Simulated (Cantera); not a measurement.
Charge: 1 mol (CH₃)₂SiCl₂, 0.2 mol HCl, a varied amount of H₂, held at 1152 °C and 82.5 Torr.

Method: chemical equilibrium by Gibbs-energy minimisation in Cantera with the NASA 1993 tables (ideal gas, pure condensed phases). Candidate condensed phases: C, C₆H₆, C₇H₈, C₈H₁₈, Si, SiC; 109 gas species. The feed counts by its element totals alone. The tables' values for SiCl₃ are old estimates; treat these amounts as uncertain. Kinetics and transport are ignored.

x: gas mole fraction; n: condensed amount in mol.

```csv
n(H₂) (mol),x H₂,x HCl,x SiCl₂,x SiCl₄,x SiCl₃,x CH₄,x SiHCl₃,n C(graphite),n SiC(s)
3,0.703,0.292,0.00195,0.00176,0.000934,0.000205,0.000331,1.03,0.964
4.7,0.757,0.240,0.00123,0.000699,0.000468,0.000237,0.000172,1.02,0.977
7.5,0.813,0.185,0.000681,0.000213,0.000192,0.000274,7.33e-5,1.01,0.986
12,0.864,0.135,0.000339,5.29e-5,6.75e-5,0.000310,2.66e-5,1.00,0.992
19,0.905,0.0944,0.000159,1.16e-5,2.17e-5,0.000339,8.73e-6,0.997,0.995
29,0.933,0.0661,7.56e-5,2.63e-6,7.11e-6,0.000361,2.91e-6,0.991,0.997
46,0.956,?,?,?,1.99e-6,0.000379,?,0.982,0.998
73,0.971,?,?,?,5.36e-7,0.000391,?,0.970,0.999
120,0.982,0.0177,5.16e-6,1.23e-8,1.27e-7,0.000400,5.31e-8,0.950,0.999
```

Problem. Fill in the missing entries.

Solution. 
- 73, x HCl: 0.0285
- 73, x SiCl₂: 1.35e-5
- 73, x SiCl₄: 8.38e-8
- 73, x SiHCl₃: 2.23e-7
- 46, x HCl: 0.0438
- 46, x SiCl₂: 3.24e-5
- 46, x SiCl₄: 4.82e-7
- 46, x SiHCl₃: 8.24e-7
